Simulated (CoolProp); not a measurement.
Vapour-liquid equilibrium of m-xylene (1) + n-decane (2) at 861 kPa; x and y are mole fractions of (1).

Computed with CoolProp (multi-fluid Helmholtz-energy mixture model, Zhou 2012 and Lemmon 2006; pair parameters Bell 2016).

```tsv
x	bubble temperature (K)	y at the bubble point	dew temperature at overall composition x (K)	liquid density (mol/L)
0.05	…	0.075	553.7	3.464
0.2	545.6	0.280	548.5	3.760
0.35	538.9	0.459	543.1	4.085
0.5	532.7	0.615	537.4	4.444
0.65	527.0	…	531.3	4.845
0.8	…	0.868	524.7	5.297
0.95	…	0.970	517.4	5.812
```

Problem. What belongs in the gaps?

Solution. 
- 0.05, bubble temperature (K): 552.9
- 0.65, y at the bubble point: 0.750
- 0.8, bubble temperature (K): 521.5
- 0.95, bubble temperature (K): 516.4

No azeotrope shows between x = 0.05 and 0.95.

The pair parameters rest on a limited set of measurements; away from them the model extrapolates.
